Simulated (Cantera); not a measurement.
# Equilibrium for silicon nitride deposition: SiCl4 + N2 + H2

A closed system holds: 1 mol SiCl4, 59 mol N2, 2.3 mol H2, held at 0.100 bar.

Method: chemical equilibrium by Gibbs-energy minimisation in Cantera with the NASA 1993 tables (ideal gas, pure condensed phases). Candidate condensed phases: NH4Cl, Si, Si3N4; 28 gas species. N2 is the only nitrogen source here; it is nearly inert below about 1500 K, so the nitride shown seldom forms there in practice. The tables' values for SiCl3, SiCl, SiN are old estimates; treat these amounts as uncertain. Rates play no part.

From 1050 °C to 1450 °C the condensed part is Si3N4(s). From 1550 °C to 1850 °C nothing is condensed. The main Si-bearing gas is SiCl4 at 1050 °C and SiCl2 at 1850 °C.

| T (°C) | log p N2 | log p HCl | log p H2 | log p SiCl2 | n Si3N4(s) |
|---|---|---|---|---|---|
| 1050 | -1.03 | -2.30 | -2.94 | -4.55 | 0.259 |
| 1150 | -1.03 | -2.30 | -2.93 | -3.85 | 0.241 |
| 1250 | -1.03 | -2.33 | -2.88 | -3.34 | 0.189 |
| 1350 | -1.03 | -2.40 | -2.78 | -3.02 | 0.104 |
| 1450 | -1.03 | -2.50 | -2.69 | -2.84 | 0.00987 |
| 1550 | -1.03 | -2.51 | -2.68 | -2.82 | 0 |
| 1650 | -1.03 | -2.51 | -2.68 | -2.81 | 0 |
| 1750 | -1.03 | -2.51 | -2.69 | -2.81 | 0 |
| 1850 | -1.03 | -2.52 | -2.69 | -2.82 | 0 |
log p: log10 of the partial pressure in bar; n: condensed amount in mol.
